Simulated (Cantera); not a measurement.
Input: 1 mol Fe, 0.062 mol SO2, 2.4 mol H2, at 38.0 Pa.

Equilibrium computed with Cantera from the NASA thermochemical tables; the gas is ideal and each condensed phase is pure. Candidate condensed phases: Fe, FeO, Fe(OH)2, Fe(OH)3, FeS, FeSO4, FeS2, Fe2O3, Fe2(SO4)3, Fe3O4, H2O, H2SO4, S; 22 gas species. Metal and sulfide melt together well below either melting point, which pure phases cannot show. Mutual solubility and eutectic melting of coexisting phases are not modelled. FeS: taken at fixed stoichiometry. Gases not in the tables: S3 to S7. Kinetics and transport are ignored.

What share of the Fe ends up in condensed phases as a function of T (K), at 1248, 1348, 1448, 1548, 1648, 1748, 1848, 1948?


```json
[
 {"T (K)": "1248", "Fe condensed (%)": "100.0", "as": "Fe(γ) + FeS(s)"},
 {"T (K)": "1348", "Fe condensed (%)": "100.0", "as": "Fe(γ) + FeS(s)"},
 {"T (K)": "1448", "Fe condensed (%)": "100.0", "as": "Fe(γ)"},
 {"T (K)": "1548", "Fe condensed (%)": "99.7", "as": "Fe(γ)"},
 {"T (K)": "1648", "Fe condensed (%)": "98.3", "as": "Fe(γ)"},
 {"T (K)": "1748", "Fe condensed (%)": "91.0", "as": "Fe(δ)"},
 {"T (K)": "1848", "Fe condensed (%)": "56.3", "as": "Fe(l)"},
 {"T (K)": "1948", "Fe condensed (%)": "0.0", "as": "-"}
]
```
